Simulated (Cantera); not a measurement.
A perfectly stirred reactor is fed with H₂ : O₂ : N₂ = 1 : 1.06 : 4 (molar parts), equivalence ratio 0.47, at 5.00 bar; it is adiabatic with a 498 K inlet, and is followed from long to short residence time, starting on the burning branch (τ in s: 0.43, 0.15, 0.052, 0.018, 0.0064, 0.0022, 0.00077, 0.00027, 9.4e-05, 3.3e-05, 1.1e-05, 4e-06).

Cantera simulation using GRI-Mech 3.0 (53 species, 325 reactions); the numbers are that mechanism's predictions, not measurements. The hydrogen kinetics of GRI-Mech 3.0 are dated; newer H2 mechanisms differ, most at raised pressure.

x: mole fraction; the columns are a selection and need not sum to one.

| τ (s) | T (K) | x H₂ | x O₂ | x NO | x N₂O | x HO₂ |
|---|---|---|---|---|---|---|
| 0.43 | 1750 | 1.67e-5 | 0.101 | … | 3.55e-7 | 1.20e-6 |
| 0.15 | 1750 | 2.91e-5 | 0.101 | … | 4.65e-7 | 1.48e-6 |
| 0.052 | 1749 | 5.67e-5 | 0.101 | … | 7.08e-7 | 2.20e-6 |
| 0.018 | 1748 | 0.000114 | 0.101 | 6.13e-6 | 1.15e-6 | 3.81e-6 |
| 0.0064 | 1745 | 0.000226 | 0.100 | 6.22e-6 | 1.75e-6 | 7.09e-6 |
| 0.0022 | 1741 | 0.000459 | 0.100 | 6.13e-6 | 2.27e-6 | 1.38e-5 |
| 0.00077 | 1733 | 0.000918 | 0.100 | … | 2.34e-6 | 2.64e-5 |
| 0.00027 | 1720 | 0.00183 | 0.100 | 4.98e-6 | 2.01e-6 | 4.90e-5 |
| 9.4e-5 | 1694 | 0.00366 | 0.101 | 5.16e-6 | 1.53e-6 | 8.66e-5 |
| 3.3e-5 | 1647 | 0.00740 | 0.101 | 5.97e-6 | 1.06e-6 | 0.000143 |
| 1.1e-5 | 1546 | 0.0173 | 0.106 | 5.59e-6 | 5.88e-7 | 0.000231 |
| 4.0e-6 | 498 | 0.165 | 0.175 | <1e-12 | <1e-12 | <1e-12 |

Some entries are withheld; supply them.


- 0.43, x NO: 1.84e-5
- 0.15, x NO: 9.70e-6
- 0.052, x NO: 6.80e-6
- 0.00077, x NO: 5.53e-6
